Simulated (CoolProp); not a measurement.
Carbonyl sulfide at several states: Z from the reference equation and from simpler models built on Tc = 105.6 °C, pc = 6.369 MPa, ω = 0.098; each cubic takes its own stable root.

The numbers come from the reference Helmholtz-energy equation of state, Lemmon 2006 in CoolProp. It is a short technical equation, of lower accuracy than the large ones.

```json
[
 {"T (°C)": "-132.05", "p (MPa)": "0.0733", "phase": "liquid", "reference": "0.002802", "Redlich-Kwong": "0.002965", "Soave-Redlich-Kwong": "0.002983", "Peng-Robinson": "0.002660"},
 {"T (°C)": "-8.75", "p (MPa)": "0.0874", "phase": "gas", "reference": "0.9860", "Redlich-Kwong": "0.9872", "Soave-Redlich-Kwong": "0.9869", "Peng-Robinson": "0.9862"},
 {"T (°C)": "-98.55", "p (MPa)": "0.546", "phase": "liquid", "reference": "0.01774", "Redlich-Kwong": "0.01866", "Soave-Redlich-Kwong": "0.01872", "Peng-Robinson": "0.01665"},
 {"T (°C)": "11.95", "p (MPa)": "21.7", "phase": "liquid", "reference": "0.5081", "Redlich-Kwong": "0.5359", "Soave-Redlich-Kwong": "0.5324", "Peng-Robinson": "0.4733"},
 {"T (°C)": "49.95", "p (MPa)": "0.668", "phase": "gas", "reference": "0.9399", "Redlich-Kwong": "0.9414", "Soave-Redlich-Kwong": "0.9402", "Peng-Robinson": "0.9357"},
 {"T (°C)": "249.15", "p (MPa)": "8.14", "phase": "supercritical", "reference": "0.8487", "Redlich-Kwong": "0.8398", "Soave-Redlich-Kwong": "0.8612", "Peng-Robinson": "0.8334"}
]
```
